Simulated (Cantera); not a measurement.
A Cantera script and its output.

```python
import numpy as np
import cantera as ct

gas = ct.Solution("gri30.yaml")


def delay(T, t_max=10):
    gas.TPX = T, 2200000, {'CH4': 1, 'O2': 3.7, 'N2': 13.9}
    reactor = ct.IdealGasConstPressureReactor(gas, clone=False)
    net = ct.ReactorNet([reactor])
    net.rtol, net.atol = 1e-8, 1e-16
    while net.time < t_max:
        t_old, T_old = net.time, reactor.T
        net.step()
        if reactor.T > T + 400:  # ignition: a rise of 400 K
            return t_old + (T + 400 - T_old) / (reactor.T - T_old) * (net.time - t_old)
    return np.nan


taus = []
for T in [1175, 1250, 1325, 1400, 1475, 1550, 1625, 1700]:
    taus.append(delay(T))
    print(f"T0 = {T:6g} K   tau = {taus[-1]:.4e} s")
```

Output:

```
T0 =   1175 K   tau = 2.2389e-03 s
T0 =   1250 K   tau = 8.9930e-04 s
T0 =   1325 K   tau = 3.9684e-04 s
T0 =   1400 K   tau = 1.8805e-04 s
T0 =   1475 K   tau = 9.4416e-05 s
T0 =   1550 K   tau = 4.9826e-05 s
T0 =   1625 K   tau = 2.7502e-05 s
T0 =   1700 K   tau = 1.5834e-05 s
```

Detailed kinetics in Cantera: GRI-Mech 3.0 (53 species, 325 reactions). The pressure lies above the range GRI-Mech 3.0 was tuned for (to about 10 atm).
